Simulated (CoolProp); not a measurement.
Vapour-liquid equilibrium of R113 (1) + n-hexane (2) at 115.15 °C; x and y are mole fractions of (1).

Values from CoolProp's multi-fluid Helmholtz-energy mixture model, Marx 1992 and Thol 2019; pair parameters Bell 2016.

```json
[
 {"x": "0.05", "bubble pressure (MPa)": "0.3770", "y at the bubble point": "0.092", "dew pressure at overall composition x (MPa)": "0.3678", "liquid density (mol/L)": "6.563"},
 {"x": "0.125", "bubble pressure (MPa)": "0.4044", "y at the bubble point": "0.211", "dew pressure at overall composition x (MPa)": "0.3842", "liquid density (mol/L)": "6.590"},
 {"x": "0.2", "bubble pressure (MPa)": "0.4296", "y at the bubble point": "0.311", "dew pressure at overall composition x (MPa)": "0.4018", "liquid density (mol/L)": "6.619"},
 {"x": "0.275", "bubble pressure (MPa)": "0.4530", "y at the bubble point": "0.399", "dew pressure at overall composition x (MPa)": "0.4203", "liquid density (mol/L)": "6.650"},
 {"x": "0.35", "bubble pressure (MPa)": "0.4747", "y at the bubble point": "0.476", "dew pressure at overall composition x (MPa)": "0.4399", "liquid density (mol/L)": "6.682"},
 {"x": "0.425", "bubble pressure (MPa)": "0.4950", "y at the bubble point": "0.547", "dew pressure at overall composition x (MPa)": "0.4603", "liquid density (mol/L)": "6.717"},
 {"x": "0.5", "bubble pressure (MPa)": "0.5139", "y at the bubble point": "0.612", "dew pressure at overall composition x (MPa)": "0.4815", "liquid density (mol/L)": "6.753"},
 {"x": "0.575", "bubble pressure (MPa)": "0.5317", "y at the bubble point": "0.674", "dew pressure at overall composition x (MPa)": "0.5031", "liquid density (mol/L)": "6.792"},
 {"x": "0.65", "bubble pressure (MPa)": "0.5484", "y at the bubble point": "0.733", "dew pressure at overall composition x (MPa)": "0.5248", "liquid density (mol/L)": "6.833"},
 {"x": "0.725", "bubble pressure (MPa)": "0.5642", "y at the bubble point": "0.791", "dew pressure at overall composition x (MPa)": "0.5462", "liquid density (mol/L)": "6.877"},
 {"x": "0.8", "bubble pressure (MPa)": "0.5790", "y at the bubble point": "0.847", "dew pressure at overall composition x (MPa)": "0.5667", "liquid density (mol/L)": "6.923"},
 {"x": "0.875", "bubble pressure (MPa)": "0.5929", "y at the bubble point": "0.904", "dew pressure at overall composition x (MPa)": "0.5859", "liquid density (mol/L)": "6.973"},
 {"x": "0.95", "bubble pressure (MPa)": "0.6059", "y at the bubble point": "0.961", "dew pressure at overall composition x (MPa)": "0.6034", "liquid density (mol/L)": "7.025"}
]
```

No azeotrope shows between x = 0.05 and 0.95.

Pair parameters are fitted to limited data, so mixtures are less certain than the pure fluids.
